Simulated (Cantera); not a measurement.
A closed system holds: 1 mol SiH4, 4.8 mol N2O, 1.2 mol N2, equilibrated at 0.110 bar.

Method: chemical equilibrium by Gibbs-energy minimisation in Cantera with the NASA 1993 tables (ideal gas, pure condensed phases). Candidate condensed phases: H2O, Si, SiO2, Si2N2O, Si3N4; 35 gas species. The tables hold silica as quartz up to 1696 K and as liquid above; real silica turns to tridymite and cristobalite and melts near 1996 K. Gases not in the tables: Si(OH)4. Rates play no part.

Task: Which condensed phases are stable at each of these points (T (K)): 900, 975, 1050, 1125, 1200, 1275, 1350, 1425, 1500, 1575, 1650, 1725, 1800, 1875?

Result: 
```tsv
T (K)	condensed phases	Si condensed (%)
900	SiO2(β-quartz)	100.0
975	SiO2(β-quartz)	100.0
1050	SiO2(β-quartz)	100.0
1125	SiO2(β-quartz)	100.0
1200	SiO2(β-quartz)	100.0
1275	SiO2(β-quartz)	100.0
1350	SiO2(β-quartz)	100.0
1425	SiO2(β-quartz)	100.0
1500	SiO2(β-quartz)	100.0
1575	SiO2(β-quartz)	100.0
1650	SiO2(β-quartz)	100.0
1725	SiO2(condensed)	100.0
1800	SiO2(condensed)	100.0
1875	SiO2(condensed)	100.0
```

From 900 K to 1650 K the condensed part is SiO2(β-quartz). From 1725 K to 1875 K the condensed part is SiO2(condensed).
